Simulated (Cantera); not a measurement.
## trisilylamine + NH3 + N2 (silicon nitride deposition)

Input: 1 mol trisilylamine, 1.5 mol NH3, 51 mol N2.

Cantera equilibrium calculation (NASA polynomials, part measured and part estimated; ideal gas, pure solids and liquids). Candidate condensed phases: Si, Si3N4; 18 gas species. The feed counts by its element totals alone. Kinetics and transport are ignored.

**Question.** Map the stable condensed phases over T = 525, 625, 725, 825, 925, 1025, 1125, 1225, 1325, 1425, 1525, 1625 °C and P in Pa = 5, 26, 140, 710, 3700, 19000, 100000.

**Answer.** 
```
T in °C \ P in Pa
              5     26    140    710   3700  19000 100000
   1625       A      A      B      B      B      C      C
   1525       A      B      B      B      C      C      C
   1425       B      B      B      C      C      C      C
   1325       B      B      C      C      C      C      C
   1225       B      C      C      C      C      C      C
   1125       C      C      C      C      C      C      C
   1025       C      C      C      C      C      C      C
    925       C      C      C      C      C      C      C
    825       C      C      C      C      C      C      C
    725       C      C      C      C      C      C      C
    625       C      C      C      C      C      C      C
    525       C      C      C      C      C      C      C
```
A: gas only; B: Si; C: Si3N4.
